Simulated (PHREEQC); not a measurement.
A made-up water analysis in mg/kgw, 71 °C, pH 3.25, pe 11.7: Na 1530; K 140; Ca 125; Mg 57.4; Cl 74.6; S(6) as SO4 5780; Fe(3) 881; Mn(2) 13.3; Cu(2) 3.1.

Valence states are taken as typed.

All values are PHREEQC results (ion-association model, wateq4f.dat), not measurements.

Precipitation was switched off in this run.

Problem. Order these S species by the share of S that they hold, largest first: HSO4-, NaSO4-, Fe(SO4)2-, SO4-2, FeSO4+.

Solution. SO4-2 (69 %), NaSO4- (8.1 %), FeSO4+ (7.0 %), HSO4- (4.9 %), Fe(SO4)2- (4.4 %)

The pH is 3.25 and the ionic strength 0.147 mol/kgw. The solution is supersaturated, for example in Jarosite-K, Jarosite-Na, so a real one may precipitate; this is no full list. Away from 25 °C the constants follow the database's enthalpies or fits; those with neither stay at their 25 °C values.
